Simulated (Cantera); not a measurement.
Stirred combustor or abatement burner

A perfectly stirred reactor is fed with 40.3 % H2, 12.6 % O2, 47.1 % N2, equivalence ratio 1.6, at 4580 Torr; it is adiabatic with a 450 K inlet, and is followed from long to short residence time, starting on the burning branch (τ in s: 0.24, 0.083, 0.03, 0.01, 0.0037, 0.0013, 0.00047, 0.00017, 5.9e-05, 2.1e-05).

Computed with Cantera and GRI-Mech 3.0 (53 species, 325 reactions). The hydrogen kinetics of GRI-Mech 3.0 are dated; newer H2 mechanisms differ, most at raised pressure.

| τ (s) | T (K) | x H2 | x O2 | x HO2 | x OH | x H2O2 |
|---|---|---|---|---|---|---|
| 0.24 | 2332 | 0.172 | 5.36e-6 | 6.75e-9 | 0.000553 | 6.24e-9 |
| 0.083 | 2332 | 0.172 | 9.86e-6 | 9.40e-9 | 0.000574 | 7.17e-9 |
| 0.030 | 2330 | 0.172 | 2.07e-5 | 1.65e-8 | 0.000627 | 9.61e-9 |
| 0.010 | 2326 | 0.172 | 4.74e-5 | 3.88e-8 | 0.000767 | 1.67e-8 |
| 0.0037 | 2318 | 0.172 | 9.46e-5 | 9.68e-8 | 0.00103 | 3.27e-8 |
| 0.0013 | 2303 | 0.171 | 0.000186 | 2.69e-7 | 0.00153 | 7.06e-8 |
| 0.00047 | 2277 | 0.170 | 0.000354 | 7.11e-7 | 0.00229 | 1.42e-7 |
| 0.00017 | 2236 | 0.168 | 0.000681 | 1.74e-6 | 0.00338 | 2.61e-7 |
| 5.9e-5 | 2169 | 0.166 | 0.00137 | 4.09e-6 | 0.00481 | 4.55e-7 |
| 2.1e-5 | 2072 | 0.163 | 0.00278 | 9.21e-6 | 0.00621 | 7.75e-7 |
x: mole fraction; the columns are a selection and need not sum to one.
